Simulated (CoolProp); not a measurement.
Vapour pressure (MPa) of the fluoroketone C6F12O (FK-5-1-12): the reference equation beside estimates from Tc = 441.8 K, pc = 1.869 MPa, ω = 0.471. Clausius-Clapeyron is anchored at 359.1 K with a constant enthalpy of vaporisation of 23.96 kJ/mol.

The numbers come from the reference Helmholtz-energy equation of state, McLinden 2015 in CoolProp.

| T (K) | reference | Lee-Kesler | Clausius-Clapeyron | van der Waals | Redlich-Kwong | Soave-Redlich-Kwong |
|---|---|---|---|---|---|---|
| 349.9 | 0.2419 | 0.2421 | 0.2526 | 0.6837 | 0.4276 | 0.2434 |
| 353 | 0.2640 | 0.2641 | 0.2715 | 0.7123 | 0.4555 | 0.2659 |
| 356 | 0.2868 | 0.2869 | 0.2909 | 0.7407 | 0.4837 | 0.2890 |
| 359.1 | 0.3119 | 0.3120 | 0.3119 | 0.7707 | 0.5140 | 0.3145 |
| 362.1 | 0.3378 | 0.3378 | 0.3334 | 0.8006 | 0.5446 | 0.3408 |
| 365.1 | 0.3652 | 0.3652 | 0.3559 | 0.8311 | 0.5764 | 0.3688 |
| 368.2 | 0.3953 | 0.3952 | 0.3804 | 0.8634 | 0.6105 | 0.3995 |
| 371.2 | 0.4262 | 0.4260 | 0.4052 | 0.8954 | 0.6448 | 0.4310 |
| 374.3 | 0.4601 | 0.4598 | 0.4321 | 0.9292 | 0.6817 | 0.4655 |
| 377.3 | 0.4947 | 0.4943 | 0.4594 | 0.9627 | 0.7186 | 0.5008 |
| 380.4 | 0.5325 | 0.5320 | 0.4889 | 0.9980 | 0.7582 | 0.5394 |
| 383.4 | 0.5712 | 0.5706 | 0.5188 | 1.033 | 0.7979 | 0.5789 |
| 386.5 | 0.6133 | 0.6126 | 0.5510 | 1.070 | 0.8404 | 0.6219 |
| 389.5 | 0.6563 | 0.6555 | 0.5836 | 1.106 | 0.8829 | 0.6658 |

Absolute difference from the reference over all 14 rows, mean and median: Lee-Kesler 0.1 and 0.1 %, Clausius-Clapeyron 5.2 and 4.7 %, van der Waals 118.5 and 114.3 %, Redlich-Kwong 53.9 and 52.9 %, Soave-Redlich-Kwong 1.1 and 1.1 %.
